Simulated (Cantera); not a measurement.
An isothermal, constant-pressure homogeneous reactor starts with NO : N₂ = 1 : 5.8 (molar parts), at 2075 K and 0.133 bar.

Model: GRI-Mech 3.0 (53 species, 325 reactions), integrated in Cantera.

Q: Predict: x(NO) at 8.00 s; x(O) at 8.00 s; x(N₂O) at 8.00 s; x(N₂) at 8.00 s; x(NO₂) at 8.00 s; x(O₂) at 8.00 s.

A: 
```json
{
  "x(NO) at 8.00 s": "0.0122 (gas-phase equilibrium 0.00587)",
  "x(O) at 8.00 s": "0.000833 (gas-phase equilibrium 0.000850)",
  "x(N₂O) at 8.00 s": "1.72e-7 (gas-phase equilibrium 1.30e-7)",
  "x(N₂) at 8.00 s": "0.920 (gas-phase equilibrium 0.923)",
  "x(NO₂) at 8.00 s": "3.83e-6 (gas-phase equilibrium 1.89e-6)",
  "x(O₂) at 8.00 s": "0.0670 (gas-phase equilibrium 0.0701)"
}
```
